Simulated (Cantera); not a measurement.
A freely propagating, adiabatic, planar premixed flame of 11.8 % CH3OH, 20.0 % O2, 68.2 % N2, equivalence ratio 0.88, unburnt at 450 K and 975 Torr; multicomponent+Soret transport, grid criteria slope 0.08 and curve 0.16, no radiation.

Model: GRI-Mech 3.0 (53 species, 325 reactions), integrated in Cantera. GRI-Mech 3.0 was tuned for natural gas; its chemistry of methanol as a main component is partial and can be far from experiment. Burning velocities carry a grid error of a few per cent, more on coarse grids.

Predict: laminar burning velocity; thermal thickness; peak x(HCN); peak x(HCO); peak x(CH2CO); peak x(H).

laminar burning velocity: 71.6 cm/s
thermal thickness: 0.256 mm
peak x(HCN): 7.80e-8
peak x(HCO): 0.000181
peak x(CH2CO): 2.90e-6
peak x(H): 0.00640
